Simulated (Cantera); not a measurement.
Charge: 1 mol Al, a varied amount of Cl2, 0.64 mol H2, held at 748 K and 9.10 Pa.

Cantera equilibrium calculation (NASA polynomials, part measured and part estimated; ideal gas, pure solids and liquids). Candidate condensed phases: Al, AlCl3; 12 gas species. Kinetics and transport are ignored.

### Question
Which condensed phases are stable at each of these points (n(Cl2) (mol)): 0.57, 0.73, 0.93, 1.2, 1.5, 2, 2.5, 3.2, 4.1, 5.3, 6.8, 8.7?

### Answer
```tsv
n(Cl2) (mol)	condensed phases	Al condensed (%)
0.57	Al(s)	61.5
0.73	Al(s)	50.7
0.93	Al(s)	37.3
1.2	Al(s)	19.1
1.5	gas only	0.0
2	gas only	0.0
2.5	gas only	0.0
3.2	gas only	0.0
4.1	gas only	0.0
5.3	gas only	0.0
6.8	gas only	0.0
8.7	gas only	0.0
```

From 0.57 mol Cl2 to 1.2 mol Cl2 the condensed part is Al(s). From 1.5 mol Cl2 to 8.7 mol Cl2 nothing is condensed.
